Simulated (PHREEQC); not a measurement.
Make-up at 85 °C: 170 mmol/kgw NaH2PO4 and 54 mmol/kgw CsBr. Closed to the air; pH follows from the charge balance.

The numbers come from PHREEQC with the ion-association model, wateq4f.dat.

### Question
The ionic strength comes out as 0.225 mol/kgw. What activity coefficients do H+, HPO4-2, Na+, Br-, Cs+ get?

### Answer
H+ 0.77, HPO4-2 0.25, Na+ 0.71, Br- 0.71, Cs+ 0.71.

Precipitation was switched off in this run. H3PO4, which wateq4f.dat lacks, is added to it with the constant of phreeqc.dat. Away from 25 °C the constants follow the database's enthalpies or fits; those with neither stay at their 25 °C values.
